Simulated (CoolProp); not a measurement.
Octamethyltrisiloxane (MDM) along the isobar 6.21 bar: Z from the reference equation and from simpler models built on Tc = 292.2 °C, pc = 14.38 bar, ω = 0.528; each cubic takes its own stable root.

Values from CoolProp's reference Helmholtz-energy equation of state, Thol 2017.

| T (°C) | phase | reference | Redlich-Kwong | Soave-Redlich-Kwong |
|---|---|---|---|---|
| 49.35 | liquid | 0.06920 | 0.08124 | 0.07672 |
| 57.85 | liquid | 0.06817 | 0.08003 | 0.07540 |
| 66.45 | liquid | 0.06721 | ? | ? |
| 74.95 | liquid | 0.06633 | 0.07789 | 0.07304 |
| 83.55 | liquid | 0.06551 | 0.07696 | 0.07201 |
| 92.05 | liquid | ? | 0.07615 | ? |
| 100.65 | liquid | 0.06407 | 0.07541 | 0.07022 |
| 109.15 | liquid | 0.06345 | 0.07478 | ? |
| 117.75 | liquid | 0.06289 | 0.07423 | 0.06880 |
| 126.25 | liquid | ? | 0.07378 | 0.06823 |

### Question
Some entries are withheld; supply them.

### Answer

- 66.45, Redlich-Kwong: 0.07890
- 66.45, Soave-Redlich-Kwong: 0.07416
- 92.05, reference: 0.06476
- 92.05, Soave-Redlich-Kwong: 0.07108
- 109.15, Soave-Redlich-Kwong: 0.06947
- 126.25, reference: 0.06240
